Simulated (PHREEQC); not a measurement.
**Brine: speciation**

Dissolve 0.54 mol KCl, 0.11 mol NaHCO3 and 2.7 mol NaCl per kg of water at 35 °C. Closed to the air; pH follows from the charge balance.

The numbers come from PHREEQC with the Pitzer model, pitzer.dat.

This is a speciation only: nothing precipitates in the calculation.

### Question
Estimate the pH, osmotic coefficient, density.

### Answer
pH 7.41; osmotic coefficient 1.042; density 1.116 g/cm³.

### Question
In which forms is C present?

### Answer
HCO3- 96 %, CO2 1.9 %, CO3-2 1.9 % of the C.

In brines, pH and single-ion activities rest on the MacInnes convention.
